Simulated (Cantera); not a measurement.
A perfectly stirred reactor is fed with 25.0 % H2, 75.0 % O2, at 20.0 Torr; it is held at 1225 K, and followed from long to short residence time.

Detailed kinetics in Cantera: the H2/O2 subset of GRI-Mech 3.0, which has no nitrogen chemistry. Radical loss at walls, strong at low pressure, is not modelled. The temperature is held fixed by assumption; the heat of reaction is taken as removed at once.

Q: Predict: x(H2) at τ = 0.430 s; x(O2) at τ = 0.430 s; x(O) at τ = 0.430 s; x(H2O) at τ = 0.430 s; x(H2O2) at τ = 0.430 s; x(H2) at τ = 51.0 ms; x(O2) at τ = 51.0 ms; x(O) at τ = 51.0 ms; x(H2O) at τ = 51.0 ms; x(H2O2) at τ = 51.0 ms.

A: 
```json
{
 "x(H2) at τ = 0.430 s": "0.000809",
 "x(O2) at τ = 0.430 s": "0.711",
 "x(O) at τ = 0.430 s": "0.00214",
 "x(H2O) at τ = 0.430 s": "0.283",
 "x(H2O2) at τ = 0.430 s": "5.98e-7",
 "x(H2) at τ = 51.0 ms": "0.00306",
 "x(O2) at τ = 51.0 ms": "0.704",
 "x(O) at τ = 51.0 ms": "0.00853",
 "x(H2O) at τ = 51.0 ms": "0.276",
 "x(H2O2) at τ = 51.0 ms": "9.38e-7"
}
```
